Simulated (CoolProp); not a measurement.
Computed with CoolProp (reference Helmholtz-energy equation of state, Lemmon 2006). It is a short technical equation, of lower accuracy than the large ones.

Question: For carbon monoxide, give the phase and the speed of sound (m/s) at 132 K and 111 bar; 336 K and 111 bar; 404 K and 111 bar.

Answer: 
- 132 K and 111 bar: liquid; speed of sound 542
- 336 K and 111 bar: supercritical; speed of sound 405
- 404 K and 111 bar: supercritical; speed of sound 441
